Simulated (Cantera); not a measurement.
A freely propagating, adiabatic, planar premixed flame of H2 : O2 : N2 = 1 : 0.263 : 0.989 (molar parts), equivalence ratio 1.9, unburnt at 650 K and 6.22 atm; mixture-averaged transport, grid criteria slope 0.08 and curve 0.16, no radiation.

Detailed kinetics in Cantera: the H2/O2 subset of GRI-Mech 3.0, which has no nitrogen chemistry. The hydrogen kinetics of GRI-Mech 3.0 are dated; newer H2 mechanisms differ, most at raised pressure. Burning velocities carry a grid error of a few per cent, more on coarse grids.

### Question
How do the results move with these cheaper or finer settings: unity-Lewis-number transport; multicomponent transport; multicomponent+Soret transport; grid criteria slope 0.5, curve 1; grid criteria slope 0.25, curve 0.5; grid criteria slope 0.03, curve 0.06?

### Answer
```json
[
 {"setting": "as above", "laminar burning velocity": "1070 cm/s", "thermal thickness": "0.0438 mm", "peak x(OH)": "0.00617", "peak x(HO2)": "0.000931", "grid points": "112"},
 {"setting": "unity-Lewis-number transport", "laminar burning velocity": "671 cm/s", "thermal thickness": "0.0411 mm", "peak x(OH)": "0.00622", "peak x(HO2)": "0.000682", "grid points": "100"},
 {"setting": "multicomponent transport", "laminar burning velocity": "1050 cm/s", "thermal thickness": "0.0440 mm", "peak x(OH)": "0.00615", "peak x(HO2)": "0.000925", "grid points": "112"},
 {"setting": "multicomponent+Soret transport", "laminar burning velocity": "1010 cm/s", "thermal thickness": "0.0430 mm", "peak x(OH)": "0.00621", "peak x(HO2)": "0.000941", "grid points": "113"},
 {"setting": "grid criteria slope 0.5, curve 1", "laminar burning velocity": "1140 cm/s", "thermal thickness": "0.0563 mm", "peak x(OH)": "0.00693", "peak x(HO2)": "0.000876", "grid points": "38"},
 {"setting": "grid criteria slope 0.25, curve 0.5", "laminar burning velocity": "1110 cm/s", "thermal thickness": "0.0488 mm", "peak x(OH)": "0.00643", "peak x(HO2)": "0.000904", "grid points": "49"},
 {"setting": "grid criteria slope 0.03, curve 0.06", "laminar burning velocity": "1060 cm/s", "thermal thickness": "0.0426 mm", "peak x(OH)": "0.00608", "peak x(HO2)": "0.000936", "grid points": "244"}
]
```
Unity Lewis numbers drop preferential diffusion, which matters most where H2 and H carry the flame; Soret adds thermal diffusion.
